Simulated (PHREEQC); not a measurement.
A column of 0.5 m (30 cells, dispersivity 0.018 m, 3600 s a shift, diffusion coefficient 3e-10 m²/s) holds 0.00048 eq of the database's cation exchanger X per kg of pore water, first in equilibrium with 0.0048 mol CaCl2, 0.088 mol NH4Cl and 1e-05 mol HCl per kg of water. It is flushed with 0.36 mmol/kgw LiCl and 0.01 mmol/kgw HCl, at 15 °C. Values are for the last cell. CO2 from the air is kept out. No solid was allowed to form.

Model: ion-association model, phreeqc.dat, run in PHREEQC.

```json
[
 {"pore volumes": "0", "Li in solution (mol/kgw)": "0", "Ca in solution (mol/kgw)": "0.00480", "NH4 in solution (mol/kgw)": "0.0880"},
 {"pore volumes": "0.35", "Li in solution (mol/kgw)": "6.84e-9", "Ca in solution (mol/kgw)": "0.00480", "NH4 in solution (mol/kgw)": "0.0880"},
 {"pore volumes": "0.6833", "Li in solution (mol/kgw)": "3.42e-5", "Ca in solution (mol/kgw)": "0.00431", "NH4 in solution (mol/kgw)": "0.0795"},
 {"pore volumes": "1.017", "Li in solution (mol/kgw)": "0.000204", "Ca in solution (mol/kgw)": "0.00190", "NH4 in solution (mol/kgw)": "0.0374"},
 {"pore volumes": "1.517", "Li in solution (mol/kgw)": "0.000306", "Ca in solution (mol/kgw)": "0.000113", "NH4 in solution (mol/kgw)": "0.00421"},
 {"pore volumes": "1.85", "Li in solution (mol/kgw)": "0.000274", "Ca in solution (mol/kgw)": "5.77e-6", "NH4 in solution (mol/kgw)": "0.000757"},
 {"pore volumes": "2.183", "Li in solution (mol/kgw)": "0.000256", "Ca in solution (mol/kgw)": "5.40e-7", "NH4 in solution (mol/kgw)": "0.000194"},
 {"pore volumes": "2.517", "Li in solution (mol/kgw)": "0.000277", "Ca in solution (mol/kgw)": "1.98e-7", "NH4 in solution (mol/kgw)": "9.34e-5"},
 {"pore volumes": "2.85", "Li in solution (mol/kgw)": "0.000303", "Ca in solution (mol/kgw)": "1.26e-7", "NH4 in solution (mol/kgw)": "5.84e-5"},
 {"pore volumes": "3.183", "Li in solution (mol/kgw)": "0.000320", "Ca in solution (mol/kgw)": "9.60e-8", "NH4 in solution (mol/kgw)": "3.96e-5"},
 {"pore volumes": "3.517", "Li in solution (mol/kgw)": "0.000332", "Ca in solution (mol/kgw)": "7.90e-8", "NH4 in solution (mol/kgw)": "2.77e-5"},
 {"pore volumes": "4.017", "Li in solution (mol/kgw)": "0.000343", "Ca in solution (mol/kgw)": "6.46e-8", "NH4 in solution (mol/kgw)": "1.65e-5"},
 {"pore volumes": "4.35", "Li in solution (mol/kgw)": "0.000348", "Ca in solution (mol/kgw)": "5.88e-8", "NH4 in solution (mol/kgw)": "1.16e-5"},
 {"pore volumes": "4.683", "Li in solution (mol/kgw)": "0.000352", "Ca in solution (mol/kgw)": "5.49e-8", "NH4 in solution (mol/kgw)": "8.15e-6"},
 {"pore volumes": "5.017", "Li in solution (mol/kgw)": "0.000354", "Ca in solution (mol/kgw)": "5.21e-8", "NH4 in solution (mol/kgw)": "5.65e-6"}
]
```
